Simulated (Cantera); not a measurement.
An isothermal, constant-pressure homogeneous reactor starts with 84.7 % N₂O, 15.3 % N₂, at 1200 K and 900 Torr.

Model: GRI-Mech 3.0 (53 species, 325 reactions), integrated in Cantera. GRI-Mech 3.0 was tuned for natural gas; its chemistry of N2O as a main component is partial and can be far from experiment. The mechanism lacks the step 2 NO + O2 → 2 NO2, which can matter for NO2 below about 1400 K. The temperature is held fixed by assumption; the heat of reaction is taken as removed at once.

Question: Predict: x(N₂O) at 2.00 s; x(NO₂) at 2.00 s; x(N₂) at 2.00 s; x(NO) at 2.00 s; x(O) at 2.00 s; x(O₂) at 2.00 s.

Answer: 
```json
{
 "x(N₂O) at 2.00 s": "0.208 (gas-phase equilibrium 1.60e-8)",
 "x(NO₂) at 2.00 s": "0.000527 (gas-phase equilibrium 4.85e-6)",
 "x(N₂) at 2.00 s": "0.548 (gas-phase equilibrium 0.702)",
 "x(NO) at 2.00 s": "0.0390 (gas-phase equilibrium 0.000221)",
 "x(O) at 2.00 s": "7.48e-7 (gas-phase equilibrium 1.26e-8)",
 "x(O₂) at 2.00 s": "0.205 (gas-phase equilibrium 0.298)"
}
```
